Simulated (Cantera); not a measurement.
Charge: 1 mol Si, 2.6 mol HCl, 8.3 mol H2, equilibrated at 2.00 bar.

Equilibrium computed with Cantera from the NASA thermochemical tables; the gas is ideal and each condensed phase is pure. Candidate condensed phases: Si; 19 gas species. Rates play no part.

Task: What share of the Si ends up in condensed phases as a function of T (K), at 525, 625, 725, 825, 925, 1025, 1125?

Result: 
```
T (K)  Si condensed (%)     as
-----  ----------------  -----
525                24.6  Si(s)
625                24.8  Si(s)
725                25.0  Si(s)
825                25.4  Si(s)
925                26.2  Si(s)
1025               27.8  Si(s)
1125               30.2  Si(s)
```
